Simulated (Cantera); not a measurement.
# Low-pressure radical oxidation in H2/O2

An isothermal, constant-pressure homogeneous reactor starts with H2 : O2 = 0.03 : 3 (molar parts), equivalence ratio 0.0050, at 1425 K and 100 Pa.

Detailed kinetics in Cantera: GRI-Mech 3.0 (53 species, 325 reactions). Radical loss at walls, strong at low pressure, is not modelled.

```csv
t (s),x H2,x O2,x O,x OH,x H,x H2O2
4.00e-5,0.00990,0.990,7.59e-11,7.58e-11,8.91e-10,<1e-12
0.000102,0.00990,0.990,4.54e-10,4.53e-10,2.02e-9,<1e-12
0.000261,0.00990,0.990,2.44e-9,2.42e-9,3.93e-9,<1e-12
0.000666,0.00990,0.990,1.08e-8,1.06e-8,6.11e-9,1.69e-12
0.00170,0.00990,0.990,4.05e-8,3.86e-8,9.15e-9,1.07e-11
0.00434,0.00990,0.990,1.66e-7,1.50e-7,2.04e-8,6.46e-11
0.0111,0.00990,0.990,1.30e-6,1.13e-6,1.20e-7,3.52e-10
0.0283,0.00975,0.990,9.43e-5,8.05e-5,8.26e-6,1.36e-9
0.0722,0.000158,0.981,0.00840,0.00171,0.000323,9.44e-10
0.184,3.83e-5,0.981,0.00875,0.00139,0.000269,6.87e-10
0.471,3.82e-5,0.981,0.00872,0.00138,0.000267,6.86e-10
1.20,3.78e-5,0.981,0.00864,0.00138,0.000264,6.85e-10
3.07,3.71e-5,0.981,0.00846,0.00137,0.000256,6.80e-10
7.83,3.52e-5,0.981,0.00801,0.00133,0.000236,6.68e-10
20.0,3.10e-5,0.982,0.00701,0.00125,0.000194,6.38e-10
```
x: mole fraction; the columns are a selection and need not sum to one.

Equilibrium at this temperature and pressure: H2 2.09e-7, O2 0.990, O 4.39e-5, OH 0.000103, H 9.92e-8, H2O2 4.10e-11 (gas phase only).
